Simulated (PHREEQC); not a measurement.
0.78 g of hydrous ferric oxide (600 m²/g; 0.2 weak and 0.005 strong sites per Fe, Dzombak-Morel constants, diffuse double layer) in 1 kg of water with 0.005 mol/kgw of an inert sodium salt and 1.7e-05 mol/kgw CaCl2 and 0.0051 mol/kgw ZnSO4, at 25 °C; the pH is set by adding NaOH or the inert anion's acid. Oxygen alone is held at its pressure in air (log pO2 = -0.68). The system is closed to CO2. No solid was allowed to form.

The numbers come from PHREEQC with the ion-association model, wateq4f.dat.

```csv
pH,Ca sorbed (%),S sorbed (%),Zn sorbed (%)
3,0.0,16.2,0.0
3.38,0.0,16.2,0.0
3.75,0.0,16.2,0.0
4.12,0.0,16.1,0.2
4.5,0.0,15.9,0.5
4.88,0.0,15.3,0.9
5.25,0.0,14.4,1.5
5.62,0.0,12.9,4.0
6,0.0,11.3,10.6
6.38,0.0,10.3,17.7
6.75,0.0,10.0,21.3
7.12,0.0,9.8,22.9
7.5,0.0,9.5,23.6
7.88,0.0,8.9,23.9
8.25,0.0,8.0,23.8
8.62,0.0,6.6,23.1
9,0.0,4.1,21.6
```

Along this series the solution becomes supersaturated in solids that the run did not let form, among them Zn(OH)2-e, Zn4(OH)6SO4, Zn5(OH)8Cl2. The oxide is taken as insoluble; below pH 4 it would dissolve.
